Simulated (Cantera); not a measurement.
An adiabatic, constant-volume homogeneous reactor starts with CO : H2 : CH4 : O2 : N2 : CO2 = 1 : 0.32 : 1.4 : 1.3 : 9.29 : 3.2 (molar parts), equivalence ratio 2.7, at 1700 K and 0.750 atm.

Cantera simulation using GRI-Mech 3.0 (53 species, 325 reactions); the numbers are that mechanism's predictions, not measurements.

Task: Predict: time of steepest temperature rise; temperature at 3.00 s; equilibrium temperature; x(CO) at 3.00 s; x(H2) at 3.00 s; x(CH2O) at 3.00 s; x(HCN) at 3.00 s.

Result: 
- time of steepest temperature rise = 0.453 ms
- temperature at 3.00 s = 2243 K
- equilibrium temperature = 2243 K
- x(CO) at 3.00 s = 0.197 (gas-phase equilibrium 0.197)
- x(H2) at 3.00 s = 0.0419 (gas-phase equilibrium 0.0419)
- x(CH2O) at 3.00 s = 3.64e-9 (gas-phase equilibrium 3.64e-9)
- x(HCN) at 3.00 s = 2.18e-8 (gas-phase equilibrium 2.18e-8)
